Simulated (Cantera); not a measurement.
Charge: 1 mol BN, 0.012 mol N₂.

These are equilibrium values from Cantera (NASA tables, ideal gas, pure condensed phases), not measurements of a reactor. Candidate condensed phases: B, BN; 5 gas species. Kinetics and transport are ignored.

### Question
What condenses at these points (T in K, P in Pa): (1923, 10); (2423, 100); (2023, 100000); (2223, 100000); (1523, 1); (2723, 1)?

### Answer
```json
[
 {"T (K)": "1923", "P in Pa": "10", "condensed phases": "BN", "B condensed (%)": "100.0"},
 {"T (K)": "2423", "P in Pa": "100", "condensed phases": "B", "B condensed (%)": "97.8"},
 {"T (K)": "2023", "P in Pa": "100000", "condensed phases": "BN", "B condensed (%)": "100.0"},
 {"T (K)": "2223", "P in Pa": "100000", "condensed phases": "BN", "B condensed (%)": "100.0"},
 {"T (K)": "1523", "P in Pa": "1", "condensed phases": "BN", "B condensed (%)": "100.0"},
 {"T (K)": "2723", "P in Pa": "1", "condensed phases": "gas only", "B condensed (%)": "0.0"}
]
```
